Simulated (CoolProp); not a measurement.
The fluid at 298.15 K and 5.16 MPa is throttled through a valve to 3.37 MPa with no heat exchange. The same conditions are run with several fluids, on thermodynamics alone (safety and materials aside).

The numbers come from the reference Helmholtz-energy equation of state of each fluid (C2F6 (R116): Lemmon 2006; normal hydrogen: Leachman 2009; oxygen: Schmidt 1985; nitrogen: Span 2000; dry air: Lemmon 2000) in CoolProp. Blends and air are pseudo-pure fits.

Rank C2F6 (R116), normal hydrogen, oxygen, nitrogen, dry air by temperature change (K), highest first.

normal hydrogen (+0.6), nitrogen (-3.3), dry air (-3.6), oxygen (-4.4), C2F6 (R116) (-4.7)

```
fluid              final phase  final density (kg/m³)
---------------  -------------  ---------------------
C2F6 (R116)      supercritical                    900
normal hydrogen  supercritical                   2.68
oxygen                     gas                   45.1
nitrogen                   gas                   38.7
dry air                    gas                   40.2
```
